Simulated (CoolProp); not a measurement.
Model: reference Helmholtz-energy equation of state, Thol 2016, in CoolProp.

Give the vapour pressure (bar), enthalpy of vaporisation (kJ/kg), liquid conductivity (mW/(m K)) of saturated R1234ze(E) at 2.45, 55.65, 68.95 °C.


```
T (°C)  p (bar)  enthalpy of vaporisation (kJ/kg)  liquid conductivity (mW/(m K))
------  -------  --------------------------------  ------------------------------
2.45       2.37                               183                            82.2
55.65      11.5                               140                            64.2
68.95      15.7                               125                            60.1
```

Thermal conductivity comes from a separate model (Perkins 2011).
